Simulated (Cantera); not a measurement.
Feed: 1 mol trisilylamine, a varied amount of NH3, at 10.0 mbar.

Equilibrium computed with Cantera from the NASA thermochemical tables; the gas is ideal and each condensed phase is pure. Candidate condensed phases: Si, Si3N4; 18 gas species. The feed counts by its element totals alone. Mutual solubility and eutectic melting of coexisting phases are not modelled. The numbers say what is thermodynamically allowed, not how fast it happens.

Stable condensed phases, one row left out:

```
T in K \ n(NH3) in mol
         0.21 0.31 0.47 0.69    1  1.5  2.2  3.3  4.9  7.2
   1875     A    A    A    A    A    A    A    A    A    A
   1775     A    A    A    A    A    A    A    A    A    A
   1675     B    B    B    B    B    B    B    B    B    C
   1575     B    B    B    B    B    B    B    B    C    C
   1375     B    B    B    B    B    B    B    C    C    C
   1275     B    B    B    B    B    B    B    C    C    C
   1175     B    B    B    B    B    B    B    C    C    C
   1075     B    B    B    B    B    B    B    C    C    C
    975     B    B    B    B    B    B    B    C    C    C
    875     B    B    B    B    B    B    B    C    C    C
```

A: Si; B: Si + Si3N4; C: Si3N4.

Q: Give the row for 1475 K.

A: 0.21: Si + Si3N4; 0.31: Si + Si3N4; 0.47: Si + Si3N4; 0.69: Si + Si3N4; 1: Si + Si3N4; 1.5: Si + Si3N4; 2.2: Si + Si3N4; 3.3: Si3N4; 4.9: Si3N4; 7.2: Si3N4.
